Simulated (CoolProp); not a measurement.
Vapour-liquid equilibrium of CF4 (R14) (1) + R13 (2) at 147.8 K; x and y are mole fractions of (1).

Computed with CoolProp (multi-fluid Helmholtz-energy mixture model, Platzer 1990 and Platzer 1990; pair parameters Bell 2016). This equation is an older, rougher fit; its heat capacities, sound speeds and derivatives of the liquid may be far off and weren't checked against measurements.

| x | bubble pressure, mixture model (bar) | bubble pressure, Raoult's law (bar) | y, mixture model | y, Raoult's law |
|---|---|---|---|---|
| 0.05 | ? | 0.1015 | 0.705 | 0.601 |
| 0.15 | 0.3033 | 0.2192 | ? | 0.835 |
| 0.25 | 0.4417 | 0.3370 | ? | 0.905 |
| 0.35 | 0.5610 | 0.4547 | 0.945 | 0.939 |
| 0.45 | 0.6674 | 0.5725 | 0.959 | 0.959 |
| 0.55 | 0.7659 | 0.6902 | 0.969 | 0.972 |
| 0.65 | ? | 0.8080 | 0.977 | 0.982 |
| 0.75 | 0.9557 | 0.9257 | ? | 0.989 |
| 0.85 | 1.055 | 1.043 | 0.990 | 0.994 |
| 0.95 | 1.162 | 1.161 | 0.997 | 0.998 |

**Question.** Fill in the missing entries.

**Answer.** 
- 0.05, bubble pressure, mixture model (bar): 0.1382
- 0.15, y, mixture model: 0.877
- 0.25, y, mixture model: 0.923
- 0.65, bubble pressure, mixture model (bar): 0.8606
- 0.75, y, mixture model: 0.984

The largest gap from Raoult's law is +38.4 % in bubble pressure, at x = 0.15. No azeotrope shows between x = 0.05 and 0.95.

The pair parameters rest on a limited set of measurements; away from them the model extrapolates.
